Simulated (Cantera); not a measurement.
Input: 1 mol Fe3O4, 170 mol H2, 8.9 mol N2, at 1625 K and 0.578 Torr.

Method: chemical equilibrium by Gibbs-energy minimisation in Cantera with the NASA 1993 tables (ideal gas, pure condensed phases). Candidate condensed phases: Fe, FeO, Fe(OH)2, Fe(OH)3, Fe2O3, Fe3O4, H2O; 27 gas species. Equilibrium is a limit: real reactors are often held back by kinetics, nucleation or transport.

What is the equilibrium state?


| Item | Result |
|---|---|
| x(H2) | 0.923 |
| x(N2) | 0.0496 |
| x(H2O) | 0.0223 |
| x(H) | 0.00244 |
| x(Fe) | 0.00225 |
| x(OH) | 2.48e-6 |
| n(Fe(γ)) | 2.60 mol |
| gas amount | 179.5 mol |
